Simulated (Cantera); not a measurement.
Charge: 1 mol N₂O, 0.051 mol H₂O, 9 mol H₂, held at 3323 K and 7.50 Torr.

Method: chemical equilibrium by Gibbs-energy minimisation in Cantera with the NASA 1993 tables (ideal gas, pure condensed phases). Candidate condensed phases: H₂O; 24 gas species. The numbers say what is thermodynamically allowed, not how fast it happens.

Base state: H 0.845, N₂ 0.0519, O 0.0486, H₂ 0.0477, OH 0.00463, H₂O 0.000629, NO 0.000601, O₂ 0.000249 (mole fractions); condensed: gas only.

Question: What changes in the equilibrium state with this change: N₂O replaced by NF₃?

Answer: 
```json
[
 {"species": "H", "before": "0.845", "after": "0.768"},
 {"species": "HF", "before": "0", "after": "0.135"},
 {"species": "H₂", "before": "0.0477", "after": "0.0393"},
 {"species": "O", "before": "0.0486", "after": "0.00250"},
 {"species": "F", "before": "0", "after": "0.0277"},
 {"species": "N₂", "before": "0.0519", "after": "0.0270"},
 {"species": "O₂", "before": "0.000249", "after": "6.59e-7"},
 {"species": "NO", "before": "0.000601", "after": "2.23e-5"},
 {"species": "H₂O", "before": "0.000629", "after": "2.67e-5"},
 {"species": "OH", "before": "0.00463", "after": "0.000216"},
 {"species": "N", "before": "0.000208", "after": "0.000150"}
]
```
